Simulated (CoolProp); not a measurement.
Values from CoolProp's reference Helmholtz-energy equation of state, Gao 2022.

Problem. Give the vapour pressure (MPa), liquid density (kg/m³), vapour density (kg/m³), enthalpy of vaporisation (kJ/kg) of saturated n-perfluorohexane at 376.2, 410.7 K.

Solution. 
```csv
T (K),p (MPa),liquid density (kg/m³),vapour density (kg/m³),enthalpy of vaporisation (kJ/kg)
376.2,0.383,1410,49.7,69.6
410.7,0.837,1240,120,53.9
```
